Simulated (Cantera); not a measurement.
A closed system holds: 1 mol n-butane, 3.4 mol H2O, 0.71 mol N2, equilibrated at 525 K.

Points: P (Pa) = 10, 46, 220, 1000, 4600, 22000, 100000, 460000, 2.2e+06, 1e+07.

Cantera's Mixture.equilibrate('TP', solver="vcs", rtol=1e-11, max_steps=5000) on the NASA tables stopped like this:

```
ERROR: FAILURE its = 5001!

*******************************************************************************
CanteraError thrown by MultiPhase::equilibrate:
VCS solver failed. Return code: -1
*******************************************************************************
```

Task: What got this run through?

Result: Several could match; the one computed here: The failure is numerical, not chemical. The same input converged with solver="gibbs", rtol=1e-10, max_steps=50000, and the result passed a check of the equilibrium conditions:
```
log10 of partial pressures in bar; condensed amounts in mol
      P/Pa        H2       CH4       H2O        N2       CO2        CO     C(gr)    H2O(L)
        10    -4.210    -5.425    -4.731    -5.130    -5.081    -6.500     2.815         0
        46    -3.653    -4.311    -3.910    -4.427    -4.555    -6.237     2.533         0
       220    -3.164    -3.332    -3.130    -3.700    -3.973    -5.946     1.958         0
      1000    -2.758    -2.521    -2.418    -3.009    -3.360    -5.640     1.498         0
      4600    -2.389    -1.782    -1.727    -2.326    -2.716    -5.318     1.228         0
   2.2e+04    -2.031    -1.066    -1.033    -1.636    -2.044    -4.982     1.089         0
     1e+05    -1.694    -0.393    -0.369    -0.974    -1.390    -4.655     1.024         0
   4.6e+05    -1.359     0.278     0.297    -0.309    -0.729    -4.324    0.9935         0
   2.2e+06    -1.017     0.961     0.978     0.372    -0.050    -3.985    0.9792         0
     1e+07    -0.650     1.696     1.536     1.131     0.330    -3.795     1.285     1.378
```

The gas is ideal and each condensed phase is pure. The ideal-gas law is rough above about 30 bar.
